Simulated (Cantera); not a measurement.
A perfectly stirred reactor is fed with CH4 : O2 : N2 = 1 : 3.12 : 11.8 (molar parts), equivalence ratio 0.64, at 4.93 atm; it is adiabatic with a 423 K inlet, and is followed from long to short residence time, starting on the burning branch (τ in s: 0.12, 0.056, 0.025, 0.011, 0.0052, 0.0023, 0.0011, 0.00048, 0.00022, 9.7e-05, 4.4e-05, 2e-05).

Model: GRI-Mech 3.0 (53 species, 325 reactions), integrated in Cantera.

Problem. What does this change do: pressure from 4.93 atm to 9.87 atm?

Solution. 
```tsv
quantity	before	after
blow-out, bracketed by the residence times tried	burning at 0.220 ms, out at 97.0 µs	burning at 0.220 ms, out at 97.0 µs
x(CH4) at τ = 0.120 s	4.63e-6	3.19e-6
x(O2) at τ = 0.120 s	0.0702	0.0703
x(C2H4) at τ = 0.120 s	8.25e-10	5.17e-10
x(C2H6) at τ = 0.120 s	1.39e-10	9.78e-11
x(O) at τ = 0.120 s	2.81e-5	1.65e-5
x(CH4) at τ = 1.10 ms	0.000135	0.000125
x(O2) at τ = 1.10 ms	0.0715	0.0713
x(C2H4) at τ = 1.10 ms	1.92e-7	3.52e-7
x(C2H6) at τ = 1.10 ms	3.73e-8	7.37e-8
x(O) at τ = 1.10 ms	0.000292	0.000110
```
